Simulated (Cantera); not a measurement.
An isothermal, constant-pressure homogeneous reactor starts with CH₂O : O₂ : N₂ = 0.0056 : 0.033 : 1 (molar parts), equivalence ratio 0.17, at 900 K and 101000 Pa. Integrator tolerance rtol = 1e-08.

Detailed kinetics in Cantera: GRI-Mech 3.0 (53 species, 325 reactions). Below about 1000 K GRI-Mech 3.0 lacks low-temperature oxidation paths.

Question: What does this change do: pressure from 101000 Pa to 1000000 Pa?

Answer: 
| quantity | before | after |
|---|---|---|
| x(CH₂O) at 5.00 s | <1e-12 (gas-phase equilibrium <1e-12) | <1e-12 (gas-phase equilibrium <1e-12) |
| x(O₂) at 5.00 s | 0.0281 (gas-phase equilibrium 0.0264) | 0.0278 (gas-phase equilibrium 0.0264) |
| x(NO₂) at 5.00 s | 4.26e-12 (gas-phase equilibrium 1.51e-7) | <1e-12 (gas-phase equilibrium 4.74e-7) |
| x(H) at 5.00 s | 2.45e-9 (gas-phase equilibrium <1e-12) | 1.39e-11 (gas-phase equilibrium <1e-12) |
| x(HO₂) at 5.00 s | 1.33e-6 (gas-phase equilibrium 7.74e-12) | 2.44e-7 (gas-phase equilibrium 1.37e-11) |
| x(NO) at 5.00 s | <1e-12 (gas-phase equilibrium 3.63e-6) | <1e-12 (gas-phase equilibrium 3.63e-6) |
| x(C₂H) at 5.00 s | <1e-12 (gas-phase equilibrium <1e-12) | <1e-12 (gas-phase equilibrium <1e-12) |

Question: What does this change do: 0.048 parts CH4 added?

Answer: 
| quantity | before | after |
|---|---|---|
| x(CH₂O) at 5.00 s | <1e-12 (gas-phase equilibrium <1e-12) | 0.000318 (gas-phase equilibrium 1.66e-9) |
| x(O₂) at 5.00 s | 0.0281 (gas-phase equilibrium 0.0264) | 0.00559 (gas-phase equilibrium <1e-12) |
| x(NO₂) at 5.00 s | 4.26e-12 (gas-phase equilibrium 1.51e-7) | <1e-12 (gas-phase equilibrium <1e-12) |
| x(H) at 5.00 s | 2.45e-9 (gas-phase equilibrium <1e-12) | 2.65e-8 (gas-phase equilibrium 3.24e-11) |
| x(HO₂) at 5.00 s | 1.33e-6 (gas-phase equilibrium 7.74e-12) | 2.34e-6 (gas-phase equilibrium <1e-12) |
| x(NO) at 5.00 s | <1e-12 (gas-phase equilibrium 3.63e-6) | <1e-12 (gas-phase equilibrium <1e-12) |
| x(C₂H) at 5.00 s | <1e-12 (gas-phase equilibrium <1e-12) | <1e-12 (gas-phase equilibrium <1e-12) |
The temperature is held fixed by assumption; the heat of reaction is taken as removed at once.
